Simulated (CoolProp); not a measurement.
R1233zd(E) at several states: density (kg/m³) from the reference equation and from simpler models built on Tc = 438.9 K, pc = 3583 kPa, ω = 0.304; each cubic takes its own stable root.

Values from CoolProp's reference Helmholtz-energy equation of state, Akasaka 2022.

```
T (K)  p (kPa)   phase  reference  van der Waals  Redlich-Kwong  Peng-Robinson
-----  -------  ------  ---------  -------------  -------------  -------------
424.8      345     gas      13.27          13.16          13.24          13.30
446.6     3480     gas      228.0          214.0          223.7          230.5
289.7    12200  liquid       1313          814.8           1158           1342
412.2     16.6     gas     0.6334         0.6331         0.6333         0.6334
185         97  liquid       1508          875.3           1304           1490
293.5      733  liquid       1276          752.0           1098           1297
```
